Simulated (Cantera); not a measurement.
Input: 1 mol C2H5OH, 0.17 mol CO2, held at 0.580 bar.

Method: chemical equilibrium by Gibbs-energy minimisation in Cantera with the NASA 1993 tables (ideal gas, pure condensed phases). Candidate condensed phases: C, C6H6, C7H8, C8H18, H2O; 110 gas species. Equilibrium is a limit: real reactors are often held back by kinetics, nucleation or transport.

x: gas mole fraction; n: condensed amount in mol.

```
T (K)   x H2   x CO     x H2O     x CH4     x CO2  n C(graphite)
-----  -----  -----  --------  --------  --------  -------------
1098   0.678  0.296    0.0107   0.00975   0.00465          0.854
1148   0.683  0.303         …         …         …          0.836
1198   0.685  0.306   0.00323   0.00437   0.00106          0.830
1248   0.687  0.307   0.00188   0.00305  0.000542          0.827
1298   0.688  0.308   0.00114   0.00219  0.000292          0.827
1348   0.689  0.308         …         …         …          0.827
1398   0.690  0.309  0.000467   0.00120   9.68e-5          0.827
1448   0.690  0.309  0.000313  0.000921   5.91e-5          0.828
```

Task: Some entries are withheld; supply them.

Result: 
- 1348, x H2O: 0.000719
- 1348, x CH4: 0.00161
- 1348, x CO2: 0.000165
- 1148, x H2O: 0.00577
- 1148, x CH4: 0.00643
- 1148, x CO2: 0.00217
